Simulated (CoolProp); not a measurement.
A simple Rankine cycle with p-xylene: condensing at 332.15 K, boiler at 0.0287 MPa, turbine inlet 384.9 K, turbine efficiency 0.8, pump efficiency 0.8, no recuperator. Each further row changes one setting.

Computed with CoolProp (reference Helmholtz-energy equation of state, Zhou 2012).

| case | thermal efficiency (%) | net work (kJ/kg) | heat in (kJ/kg) | turbine exit temperature (K) | volume ratio over the turbine |
|---|---|---|---|---|---|
| as stated | 7.4 | ___ | 455 | ___ | 4.15 |
| turbine inlet 404.9 K | ___ | 35.7 | 486 | ___ | 4.15 |
| condensing temperature 324.15 K | 8.9 | 41.8 | 469 | 355.3 | ___ |
| boiler pressure 0.0201 MPa | 5.7 | 26.0 | 455 | 366.9 | ___ |
| turbine efficiency 0.7 | 6.5 | ___ | 455 | 363.9 | ___ |

Problem. Complete the blanks.

Solution. 
- as stated, net work (kJ/kg): 33.8
- as stated, turbine exit temperature (K): 361.0
- turbine inlet 404.9 K, thermal efficiency (%): 7.3
- turbine inlet 404.9 K, turbine exit temperature (K): 381.1
- condensing temperature 324.15 K, volume ratio over the turbine: 5.89
- boiler pressure 0.0201 MPa, volume ratio over the turbine: 2.94
- turbine efficiency 0.7, net work (kJ/kg): 29.6
- turbine efficiency 0.7, volume ratio over the turbine: 4.18
